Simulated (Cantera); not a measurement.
An isothermal, constant-pressure homogeneous reactor starts with NO : N₂ = 1 : 6.9 (molar parts), at 2050 K and 0.133 bar. Integrator tolerance rtol = 1e-08.

Detailed kinetics in Cantera: GRI-Mech 3.0 (53 species, 325 reactions).

Question: What does this change do: NO 1 to 0.16 parts?

Answer: 
```csv
quantity,before,after
x(NO) at 2.00 s,0.0871 (gas-phase equilibrium 0.00513),0.0207 (gas-phase equilibrium 0.00216)
x(N₂O) at 2.00 s,3.32e-6 (gas-phase equilibrium 1.14e-7),2.19e-7 (gas-phase equilibrium 4.95e-8)
x(O) at 2.00 s,0.000395 (gas-phase equilibrium 0.000659),9.75e-5 (gas-phase equilibrium 0.000270)
x(O₂) at 2.00 s,0.0195 (gas-phase equilibrium 0.0604),0.000930 (gas-phase equilibrium 0.0101)
x(NO₂) at 2.00 s,1.57e-5 (gas-phase equilibrium 1.59e-6),9.25e-7 (gas-phase equilibrium 2.75e-7)
x(N₂) at 2.00 s,0.893 (gas-phase equilibrium 0.934),0.978 (gas-phase equilibrium 0.987)
```

Question: What does this change do: pressure from 0.133 bar to 0.290 bar?

Answer: 
```
quantity                                             before                                      after
----------------  -----------------------------------------  -----------------------------------------
x(NO) at 2.00 s      0.0871 (gas-phase equilibrium 0.00513)     0.0642 (gas-phase equilibrium 0.00514)
x(N₂O) at 2.00 s    3.32e-6 (gas-phase equilibrium 1.14e-7)    1.93e-6 (gas-phase equilibrium 1.69e-7)
x(O) at 2.00 s    0.000395 (gas-phase equilibrium 0.000659)  0.000328 (gas-phase equilibrium 0.000447)
x(O₂) at 2.00 s       0.0195 (gas-phase equilibrium 0.0604)      0.0310 (gas-phase equilibrium 0.0605)
x(NO₂) at 2.00 s    1.57e-5 (gas-phase equilibrium 1.59e-6)    2.13e-5 (gas-phase equilibrium 2.36e-6)
x(N₂) at 2.00 s         0.893 (gas-phase equilibrium 0.934)        0.904 (gas-phase equilibrium 0.934)
```
